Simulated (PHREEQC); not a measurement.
Solution (20 °C): 2.2 mmol/kgw HCl, 0.38 mmol/kgw CuSO4 and 65 mmol/kgw MgSO4. Closed to the air; pH follows from the charge balance.

The numbers come from PHREEQC with the ion-association model, phreeqc.dat.

No solid was allowed to form.

**Question.** Estimate the pH, ionic strength, density.

**Answer.** pH 3.06; ionic strength 0.141 mol/kgw; density 1.006 g/cm³.

**Question.** In which forms is Cu present?

**Answer.** Cu+2 56 %, CuSO4 44 % of the Cu.
